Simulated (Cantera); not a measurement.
Standard-state values (1 bar) from the NASA 1993 polynomials, evaluated with Cantera. Values are per mole of reaction as written; species without (g) are pure solids or liquids, kept so even where they would boil at 1 bar.

3 Cu + 2 CF₃(g) ⇌ 3 CuF₂(g) + 2 C

| T (K) | ΔH° (kJ) | ΔS° (J/K) | ΔG° (kJ) | log10 K | condensed phases |
|---|---|---|---|---|---|
| 300 | 139.7 | 183.0 | 84.8 | -14.77 | Cu(s), C(graphite) |
| 1275 | … | … | … | … | Cu(s), C(graphite) |
| 1350 | … | … | … | … | Cu(s), C(graphite) |
| 1425 | … | … | … | … | Cu(l), C(graphite) |
| 1500 | 71.2 | 120.5 | -109.6 | 3.82 | Cu(l), C(graphite) |
| 1575 | 68.4 | 118.7 | -118.6 | 3.93 | Cu(l), C(graphite) |
| 1650 | 65.7 | 117.0 | -127.4 | 4.03 | Cu(l), C(graphite) |
| 1725 | 63.0 | 115.4 | -136.1 | 4.12 | Cu(l), C(graphite) |
| 1800 | 60.3 | 113.9 | -144.7 | 4.20 | Cu(l), C(graphite) |
| 1875 | 57.6 | 112.5 | -153.2 | 4.27 | Cu(l), C(graphite) |

What belongs in the gaps?


- 1275, ΔH° (kJ): 118.9
- 1275, ΔS° (J/K): 155.5
- 1275, ΔG° (kJ): -79.4
- 1275, log10 K: 3.25
- 1350, ΔH° (kJ): 116.2
- 1350, ΔS° (J/K): 153.5
- 1350, ΔG° (kJ): -91.0
- 1350, log10 K: 3.52
- 1425, ΔH° (kJ): 74.0
- 1425, ΔS° (J/K): 122.4
- 1425, ΔG° (kJ): -100.5
- 1425, log10 K: 3.68
